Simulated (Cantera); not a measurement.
A closed system holds: 1 mol Pb, 0.065 mol O2, 84 mol N2, at 1.33 mbar.

Equilibrium computed with Cantera from the NASA thermochemical tables; the gas is ideal and each condensed phase is pure. Candidate condensed phases: Pb, PbO, PbO2, Pb3O4; 12 gas species. Kinetics and transport are ignored.

x: gas mole fraction; n: condensed amount in mol.

```
T (°C)   x N2  x Pb     x PbO  n Pb(s)  n PbO(red)  n Pb(l)  n PbO(yellow)
------  -----  ----  --------  -------  ----------  -------  -------------
227      1.00   [?]    <1e-12    0.870       0.130        0              0
277      1.00   [?]    <1e-12    0.870       0.130        0              0
327      1.00   [?]    <1e-12    0.870       0.130        0              0
377      1.00   [?]  2.95e-12        0       0.130    0.870              0
427     1.000   [?]  1.24e-10        0       0.130    0.870              0
477     1.000   [?]   3.14e-9        0       0.130    0.869              0
527     1.000   [?]   5.25e-8        0           0    0.866          0.130
577     1.000   [?]   6.24e-7        0           0    0.850          0.130
```

Problem. Complete the blanks.

Solution. 
- 227, x Pb: 1.66e-12
- 277, x Pb: 1.15e-10
- 327, x Pb: 3.87e-9
- 377, x Pb: 7.02e-8
- 427, x Pb: 8.36e-7
- 477, x Pb: 7.11e-6
- 527, x Pb: 4.61e-5
- 577, x Pb: 0.000239
